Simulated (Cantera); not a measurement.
## Premixed flame

A freely propagating, adiabatic, planar premixed flame of H₂ : O₂ : N₂ = 1 : 0.633 : 2.09 (molar parts), equivalence ratio 0.79, unburnt at 398 K and 0.130 bar; mixture-averaged transport, grid criteria slope 0.08 and curve 0.16, no radiation.

Computed with Cantera and the H2/O2 subset of GRI-Mech 3.0, which has no nitrogen chemistry. Burning velocities carry a grid error of a few per cent, more on coarse grids.

```csv
z (mm),T (K),u (m/s),x H₂,x O₂,x H₂O,x O,x HO₂,x H
-16.6,398,2.84,0.269,0.170,<1e-8,<1e-8,<1e-8,<1e-8
-11.1,398,2.84,0.269,0.170,<1e-8,<1e-8,<1e-8,<1e-8
-8.30,398,2.84,0.269,0.170,<1e-8,<1e-8,<1e-8,<1e-8
-5.53,398,2.84,0.269,0.170,<1e-8,<1e-8,<1e-8,<1e-8
-2.77,401,2.86,0.267,0.170,8.37e-5,8.54e-7,4.86e-5,1.24e-5
-1.38,593,4.13,0.238,0.167,0.0146,0.000109,6.60e-5,0.00480
0,1043,7.02,0.122,0.127,0.106,0.00601,2.11e-5,0.0432
1.38,1339,8.91,0.0382,0.0686,0.206,0.0157,9.59e-6,0.0627
2.77,1469,9.71,0.0307,0.0593,0.222,0.0169,7.03e-6,0.0553
5.53,1612,10.6,0.0302,0.0555,0.231,0.0158,5.36e-6,0.0431
11.1,1765,11.4,0.0283,0.0519,0.241,0.0137,3.99e-6,0.0309
22.1,1917,12.3,0.0245,0.0485,0.254,0.0107,2.88e-6,0.0200
44.3,2057,13.0,0.0191,0.0455,0.267,0.00756,2.10e-6,0.0114
```
x: mole fraction of selected species; z is measured from the peak of heat release.

| Item | Result |
|---|---|
| laminar burning velocity | 284 cm/s |
| thermal thickness | 5.53 mm |
| peak x(O) | 0.0169 |
| peak x(HO₂) | 0.000117 |
| peak x(H) | 0.0629 |
| grid points | 134 |
